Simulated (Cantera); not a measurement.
Feed: 1 mol PbO, 1.4 mol CH4, 7.8 mol N2, at 2575 K and 100 Torr.

Cantera equilibrium calculation (NASA polynomials, part measured and part estimated; ideal gas, pure solids and liquids). Candidate condensed phases: C, C6H6, C7H8, C8H18, H2O, Pb, PbO, PbO2, Pb3O4; 139 gas species. Rates play no part.

Base state: N2 0.593, H2 0.182, CO 0.0777, Pb 0.0777, H 0.0405, HCN 0.0237, HNC 0.00301, C2H2 (acetylene) 0.00192 (mole fractions); condensed: gas only.

Q: What changes in the equilibrium state with this change: temperature from 2575 K to 1525 K?

A: 
```csv
species,before,after
N2,0.593,0.619
H2,0.182,0.222
CO,0.0777,0.0794
H,0.0405,3.05e-5
HCN,0.0237,0.000466
Pb,0.0777,0.0793
CN,0.000337,<1e-9
C2H,3.58e-5,<1e-9
C2N2,5.12e-5,3.23e-9
C2H2 (acetylene),0.00192,2.68e-6
HNC,0.00301,8.52e-6
"C(graphite), mol",0,0.394
```
